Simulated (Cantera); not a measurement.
Input: 1 mol B2O3, 9.2 mol BCl3, 11 mol N2, 4.1 mol F2, held at 0.100 bar.

Cantera equilibrium calculation (NASA polynomials, part measured and part estimated; ideal gas, pure solids and liquids). Candidate condensed phases: B, BN, B2O3; 42 gas species. Equilibrium is a limit: real reactors are often held back by kinetics, nucleation or transport. All values below are at 800 °C.

Base state: N2 0.452, BCl3 0.232, Cl2 0.168, BF3 0.105, B3O3Cl3 0.0335, B3O3F3 0.00743, Cl 0.00139, BOF 0.000417 (mole fractions); condensed: gas only.

Q: What changes in the equilibrium state with this change: 0.65 mol O2 added?

A: 
```tsv
species	before	after
N2	0.452	0.444
Cl2	0.168	0.217
BCl3	0.232	0.183
B3O3Cl3	0.0335	0.0432
B3O3F3	0.00743	0.0115
BF3	0.105	0.0988
BOF	0.000417	0.000482
Cl	0.00139	0.00159
B2O3(l), mol	0	0.0750
```
